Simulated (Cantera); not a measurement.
Source: NASA polynomial tables (part measured, part estimated), evaluated in Cantera. Values are per mole of reaction as written; species without (g) are pure solids or liquids, kept so even where they would boil at 1 bar.

Question: Between 2423 and 2573 K, where is each reaction favourable under standard conditions?
- 1.2 Ti + O₂(g) → 0.4 Ti₃O₅
- 4 Al + O₂(g) → 2 Al₂O(g)
- 1.333 B + O₂(g) → 0.6667 B₂O₃(g)

Answer: 
- 1.2 Ti + O₂(g) → 0.4 Ti₃O₅: ΔG° is -579 kJ at 2423 K and -559 kJ at 2573 K; it stays negative (K > 1). ΔH° is -903 kJ and ΔS° -134 J/K at 2573 K.
- 4 Al + O₂(g) → 2 Al₂O(g): ΔG° is -581 kJ at 2423 K and -591 kJ at 2573 K; it stays negative (K > 1). ΔH° is -420 kJ and ΔS° 67 J/K at 2573 K.
- 1.333 B + O₂(g) → 0.6667 B₂O₃(g): ΔG° is -489 kJ at 2423 K and -479 kJ at 2573 K; it stays negative (K > 1). ΔH° is -637 kJ and ΔS° -61 J/K at 2573 K.
